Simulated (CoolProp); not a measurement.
Vapour-liquid equilibrium of isobutene (1) + n-butane (2) at 24.75 °C; x and y are mole fractions of (1).

Model: multi-fluid Helmholtz-energy mixture model, Lemmon 2005 and Bücker 2006; pair parameters Bell 2016, in CoolProp.

| x | bubble pressure (MPa) | y at the bubble point | dew pressure at overall composition x (MPa) | liquid density (mol/L) |
|---|---|---|---|---|
| 0.05 | 0.2453 | ? | 0.2445 | ? |
| 0.2 | 0.2561 | 0.240 | 0.2537 | 9.975 |
| 0.35 | 0.2660 | ? | ? | ? |
| 0.5 | 0.2752 | 0.550 | 0.2721 | 10.16 |
| 0.65 | 0.2838 | 0.691 | 0.2813 | ? |
| 0.8 | 0.2921 | ? | 0.2905 | 10.35 |
| 0.95 | 0.3001 | 0.957 | 0.2996 | 10.46 |

**Question.** Some entries are withheld; supply them.

**Answer.** 
- 0.05, y at the bubble point: 0.064
- 0.05, liquid density (mol/L): 9.889
- 0.35, y at the bubble point: 0.401
- 0.35, dew pressure at overall composition x (MPa): 0.2629
- 0.35, liquid density (mol/L): 10.06
- 0.65, liquid density (mol/L): 10.25
- 0.8, y at the bubble point: 0.827

No azeotrope shows between x = 0.05 and 0.95.

The pair parameters rest on a limited set of measurements; away from them the model extrapolates.
